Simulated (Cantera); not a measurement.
Reactions in the system Cl-N-Si

Cantera with NASA thermochemical tables; ideal gases at 1 bar, condensed phases pure. Values are per mole of reaction as written; species without (g) are pure solids or liquids, kept so even where they would boil at 1 bar.

Si₃N₄ + 3 SiCl₄(g) = 2 N₂(g) + 6 SiCl₂(g)

| T (K) | ΔH° (kJ) | ΔS° (J/K) | ΔG° (kJ) | log10 K |
|---|---|---|---|---|
| 300 | 1721.3 | 965.3 | 1431.7 | -249.28 |
| 773 | 1705.8 | 937.9 | 980.8 | -66.27 |
| 823 | 1703.0 | 934.4 | 933.9 | -59.27 |
| 873 | 1700.1 | 931.0 | 887.3 | -53.09 |
| 923 | 1697.1 | 927.6 | 840.8 | -47.58 |
| 973 | 1693.9 | 924.3 | 794.5 | -42.65 |
| 1023 | 1690.6 | 921.0 | 748.4 | -38.21 |
| 1073 | 1687.2 | 917.7 | 702.4 | -34.19 |
| 1123 | 1683.6 | 914.5 | 656.6 | -30.54 |
| 1173 | 1680.0 | 911.3 | 611.0 | -27.21 |
